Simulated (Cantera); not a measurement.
Input: 1 mol Fe(CO)5, 1 mol CO, 5.6 mol N2, 0.7 mol H2, at 1248.15 K and 1.20 bar.

Cantera equilibrium calculation (NASA polynomials, part measured and part estimated; ideal gas, pure solids and liquids). Candidate condensed phases: C, C6H6, C7H8, C8H18, Fe, Fe(CO)5, FeO, Fe(OH)2, Fe(OH)3, Fe2O3, Fe3O4, H2O; 140 gas species. Condensed phases not in the tables: cementite and carbon dissolved in iron. Rates play no part.

Base state: CO 0.483, N2 0.457, H2 0.0565, CO2 0.00276, H2O 0.000503, CH4 4.27e-5, HCN 2.00e-5 (mole fractions); condensed: C(graphite) + Fe(γ).

**Question.** What changes in the equilibrium state with this change: temperature from 1248.15 K to 1098 K?

**Answer.** 
```json
[
 {"species": "N2", "before": "0.457", "after": "0.467"},
 {"species": "CO", "before": "0.483", "after": "0.453"},
 {"species": "H2", "before": "0.0565", "after": "0.0553"},
 {"species": "CO2", "before": "0.00276", "after": "0.0224"},
 {"species": "HCN", "before": "2.00e-5", "after": "3.48e-6"},
 {"species": "H2O", "before": "0.000503", "after": "0.00276"},
 {"species": "CH4", "before": "4.27e-5", "after": "0.000134"},
 {"species": "C(graphite), mol", "before": "0.0393", "after": "0.301"},
 {"species": "Fe(γ), mol", "before": "1.00", "after": "0"},
 {"species": "Fe(α), mol", "before": "0", "after": "1.00"}
]
```

**Question.** What changes in the equilibrium state with this change: temperature from 1248.15 K to 1623.15 K?

**Answer.** 
```tsv
species	before	after
CO	0.483	0.488
N2	0.457	0.455
H2	0.0565	0.0568
CO2	0.00276	0.000142
H	1.02e-7	1.51e-5
CH4	4.27e-5	2.80e-6
H2O	0.000503	5.14e-5
HCN	2.00e-5	0.000185
C(graphite), mol	0.0393	0
Fe(γ), mol	1.00	1.000
```
